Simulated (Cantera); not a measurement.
Cantera run, input and output.

```python
import numpy as np
import cantera as ct

gas = ct.Solution("gri30.yaml")
gas.TPX = 1775, 101325, {'NO': 1, 'N2': 4.7}
inlet = ct.Reservoir(gas, clone=True)

reactor = ct.IdealGasConstPressureReactor(gas, energy="off", clone=False)
exhaust = ct.Reservoir(gas, clone=True)
tau = [3.8, 1.7, 0.78, 0.35, 0.16, 0.073, 0.033, 0.015, 0.0067, 0.003][0]
for a, b in ((inlet, reactor), (reactor, exhaust)):
    ct.MassFlowController(a, b, mdot=lambda t: reactor.mass / tau)
net = ct.ReactorNet([reactor])
show = ['NO', 'N2', 'NO2', 'N2O', 'O2', 'O']

rows = []
print(f"{'tau/s':>10s}{'T/K':>9s}" + "".join(f"{s:>11s}" for s in show))
for tau in [3.8, 1.7, 0.78, 0.35, 0.16, 0.073, 0.033, 0.015, 0.0067, 0.003]:
    net.initial_time = 0.0
    net.advance(30 * tau)
    before = gas.X
    net.advance(40 * tau)
    drift = np.max(np.abs(gas.X - before) / (gas.X + 1e-9))
    rows.append([gas.T, *gas[show].X, drift])
    print(f"{tau:10.3e}{gas.T:9.1f}" + "".join(f"{x:11.3e}" for x in gas[show].X))
```

Result:

```
     tau/s      T/K         NO         N2        NO2        N2O         O2          O
 3.800e+00   1775.0  1.410e-01  8.418e-01  1.110e-04  8.257e-06  1.709e-02  1.318e-05
 1.700e+00   1775.0  1.573e-01  8.336e-01  9.360e-05  1.029e-05  8.959e-03  1.004e-05
 7.800e-01   1775.0  1.664e-01  8.291e-01  7.560e-05  1.152e-05  4.421e-03  7.731e-06
 3.500e-01   1775.0  1.712e-01  8.267e-01  6.144e-05  1.217e-05  2.036e-03  6.164e-06
 1.600e-01   1775.0  1.735e-01  8.255e-01  5.258e-05  1.241e-05  9.271e-04  5.251e-06
 7.300e-02   1775.0  1.745e-01  8.250e-01  4.705e-05  1.236e-05  4.091e-04  4.704e-06
 3.300e-02   1775.0  1.750e-01  8.248e-01  4.275e-05  1.200e-05  1.700e-04  4.295e-06
 1.500e-02   1775.0  1.752e-01  8.247e-01  3.765e-05  1.119e-05  6.407e-05  3.826e-06
 6.700e-03   1775.0  1.753e-01  8.246e-01  2.957e-05  9.656e-06  1.890e-05  3.086e-06
 3.000e-03   1775.0  1.754e-01  8.246e-01  1.850e-05  7.385e-06  3.746e-06  2.055e-06
```

Cantera simulation using GRI-Mech 3.0 (53 species, 325 reactions); the numbers are that mechanism's predictions, not measurements.
